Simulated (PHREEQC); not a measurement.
Synthetic water in mg/L, 20 °C, pH 6.02, pe 1.6:

```tsv
constituent	mg/L
Na	0.327
K	0.126
Ca	0.315
Mg	0.0402
Cl	0.258
S(6) as SO4	0.719
Alkalinity as HCO3	0.924
Si as SiO2	0.0179
```

Valence states are taken as typed.

Computed with PHREEQC (ion-association model, wateq4f.dat).

Each row changes one thing in this solution. This is a speciation only: nothing precipitates in the calculation.

```csv
case,CO2 (mol/kgw),HCO3- (mol/kgw),CaSO4 (mol/kgw),MgSO4 (mol/kgw),CaHCO3+ (mol/kgw),CO3-2 (mol/kgw),SI of Quartz (SiO2)
as made,3.67e-5,1.61e-5,1.04e-8,2.37e-9,1.43e-9,7.28e-10,-2.47
pH from 6.02 to 5.52 at the same alkalinity,0.000131,1.82e-5,1.04e-8,2.37e-9,1.61e-9,2.60e-10,-2.47
all concentrations times 2 at the same typed pH,7.11e-5,3.13e-5,4.05e-8,[?],5.47e-9,1.43e-9,-2.17
temperature from 20 to 5 °C at the same typed pH,5.01e-5,1.61e-5,8.96e-9,1.56e-9,9.73e-10,4.82e-10,[?]
Ca from 0.315 to 0.158 mg/L,3.67e-5,1.61e-5,5.26e-9,2.38e-9,7.19e-10,[?],-2.47
```

Q: Fill in the missing entries.

A: 
- all concentrations times 2 at the same typed pH, MgSO4 (mol/kgw): 9.21e-9
- temperature from 20 to 5 °C at the same typed pH, SI of Quartz (SiO2): -2.23
- Ca from 0.315 to 0.158 mg/L, CO3-2 (mol/kgw): 7.27e-10

Away from 25 °C the constants follow the database's enthalpies or fits; those with neither stay at their 25 °C values.
